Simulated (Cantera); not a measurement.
Cantera run, input and output.

```python
import numpy as np
import cantera as ct

gas = ct.Solution("gri30.yaml")
gas.TPX = 2900, 2666, {'CH4': 0.0079, 'H2': 1, 'N2': 0.0063, 'H2O': 0.031}
reactor = ct.IdealGasConstPressureReactor(gas, energy="off", clone=False)
net = ct.ReactorNet([reactor])
net.rtol, net.atol = 1e-08, 1e-18
show = ['CH4', 'H2', 'C2H2', 'C2H6', 'C2H4', 'CH3']
times = np.geomspace(0.0004, 200, 15)

steps = ct.SolutionArray(gas, extra=["t"])
rows = []
print(f"{'t/s':>10s}{'T/K':>9s}{'P/Pa':>11s}" + "".join(f"{s:>11s}" for s in show))
for t in times:
    while net.time < t:
        t_next = net.step()
        steps.append(gas.state, t=t_next)
    rows.append([np.interp(t, steps.t, y) for y in (steps.T, steps.P, *steps(*show).X.T)])
    print(f"{t:10.3e}{rows[-1][0]:9.1f}{rows[-1][1]:11.4g}" + "".join(f"{x:11.3e}" for x in rows[-1][2:]))
rate = np.gradient(steps.T, steps.t)
print("integrator steps:", len(steps.t))
if steps.T.max() > steps.T[0] + 200:
    print(f"time of steepest temperature rise: {steps.t[rate.argmax()]:.4e} s")
gas.TPX = 2900, 2666, {'CH4': 0.0079, 'H2': 1, 'N2': 0.0063, 'H2O': 0.031}
gas.equilibrate("TP")
print(f"equilibrium (TP): T = {gas.T:.1f} K  " + "  ".join(f"{s} {gas[s].X[0]:.3e}" for s in show))
```

Output:

```
       t/s      T/K       P/Pa        CH4         H2       C2H2       C2H6       C2H4        CH3
 4.000e-04   2900.0       2666  3.215e-03  9.189e-01  6.515e-04  1.112e-07  1.432e-05  2.348e-03
 1.021e-03   2900.0       2666  8.609e-04  8.993e-01  1.872e-03  1.250e-08  3.077e-06  9.944e-04
 2.607e-03   2900.0       2666  1.906e-04  8.808e-01  1.215e-03  7.954e-10  4.289e-07  2.996e-04
 6.657e-03   2900.0       2666  1.181e-05  8.506e-01  6.118e-05  3.976e-12  7.345e-09  2.649e-05
 1.700e-02   2900.0       2666  1.331e-11  7.852e-01  3.191e-13  8.389e-24  1.223e-17  5.064e-11
 4.339e-02   2900.0       2666  9.676e-13  6.693e-01  2.159e-15  5.657e-26  2.646e-20  7.068e-12
 1.108e-01   2900.0       2666  9.783e-14  5.417e-01  2.534e-16  8.358e-28  1.104e-21  1.260e-12
 2.828e-01   2900.0       2666  3.823e-14  4.856e-01  1.092e-16  1.511e-28  3.095e-22  6.216e-13
 7.221e-01   2900.0       2666  3.578e-14  4.816e-01  1.030e-16  1.340e-28  2.832e-22  5.914e-13
 1.844e+00   2900.0       2666  3.578e-14  4.816e-01  1.030e-16  1.340e-28  2.832e-22  5.914e-13
 4.707e+00   2900.0       2666  3.578e-14  4.816e-01  1.030e-16  1.340e-28  2.832e-22  5.914e-13
 1.202e+01   2900.0       2666  3.578e-14  4.816e-01  1.030e-16  1.340e-28  2.832e-22  5.914e-13
 3.068e+01   2900.0       2666  3.578e-14  4.816e-01  1.030e-16  1.340e-28  2.832e-22  5.914e-13
 7.834e+01   2900.0       2666  3.578e-14  4.816e-01  1.030e-16  1.340e-28  2.832e-22  5.914e-13
 2.000e+02   2900.0       2666  3.578e-14  4.816e-01  1.030e-16  1.340e-28  2.832e-22  5.914e-13
integrator steps: 2153
equilibrium (TP): T = 2900.0 K  CH4 3.681e-14  H2 4.816e-01  C2H2 1.046e-16  C2H6 1.419e-28  C2H4 2.875e-22  CH3 6.084e-13
```

Detailed kinetics in Cantera: GRI-Mech 3.0 (53 species, 325 reactions). Radical loss at walls, strong at low pressure, is not modelled.
